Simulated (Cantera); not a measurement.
An adiabatic, constant-volume homogeneous reactor starts with CH4 : C2H6 : C3H8 : O2 : N2 = 1 : 0.25 : 0.034 : 1.32 : 4.98 (molar parts), equivalence ratio 2.3, at 1775 K and 1000000 Pa. Integrator tolerance rtol = 1e-08.

Computed with Cantera and GRI-Mech 3.0 (53 species, 325 reactions).

| quantity | before | after |
|---|---|---|
| time of steepest temperature rise | 5.17 µs | 27.7 µs |
| temperature at 0.300 s | 2928 K | 2813 K |
| equilibrium temperature | 2928 K | 2813 K |
| x(CH4) at 0.300 s | 4.13e-9 (gas-phase equilibrium 4.61e-9) | 6.17e-11 (gas-phase equilibrium 6.86e-11) |
| x(C2H6) at 0.300 s | <1e-12 (gas-phase equilibrium <1e-12) | <1e-12 (gas-phase equilibrium <1e-12) |
| x(C3H8) at 0.300 s | <1e-12 (gas-phase equilibrium <1e-12) | <1e-12 (gas-phase equilibrium <1e-12) |
| x(NO2) at 0.300 s | 6.54e-9 (gas-phase equilibrium 6.54e-9) | 8.00e-9 (gas-phase equilibrium 8.00e-9) |
| x(C2H4) at 0.300 s | <1e-12 (gas-phase equilibrium <1e-12) | <1e-12 (gas-phase equilibrium <1e-12) |
| x(H) at 0.300 s | 0.0124 (gas-phase equilibrium 0.0124) | 0.0255 (gas-phase equilibrium 0.0255) |

Q: Name the change that produced these shifts.
(A) initial temperature 1775 to 998 K
(B) initial temperature 1775 to 1523 K
(C) constant pressure in place of constant volume
(D) pressure from 1000000 Pa to 110000 Pa

A: D, pressure from 1000000 Pa to 110000 Pa
